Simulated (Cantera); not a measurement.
Input: 1 mol Si₃H₈, 0.0056 mol Cl₂, 3.9 mol N₂, at 1250 °C and 750 Torr.

Method: chemical equilibrium by Gibbs-energy minimisation in Cantera with the NASA 1993 tables (ideal gas, pure condensed phases). Candidate condensed phases: NH₄Cl, Si, Si₃N₄; 28 gas species. The feed counts by its element totals alone. Kinetics and transport are ignored.

Base state: H₂ 0.676, N₂ 0.322, HCl 0.00190, H 1.90e-5, NH₃ 1.82e-5 (mole fractions); condensed: Si₃N₄(s).

What changes in the equilibrium state with this change: Cl₂ from 0.0056 to 0.61 mol?


```tsv
species	before	after
H₂	0.676	0.524
N₂	0.322	0.293
HCl	0.00190	0.181
SiCl₂	6.52e-8	0.000815
SiCl₄	<1e-9	0.000705
SiCl₃	<1e-9	0.000439
SiHCl₃	<1e-9	0.000229
SiH₂Cl₂	1.24e-9	1.20e-5
Si₃N₄(s), mol	1.00	0.995
```
The tables' values for SiCl₃ are old estimates; treat these amounts as uncertain.
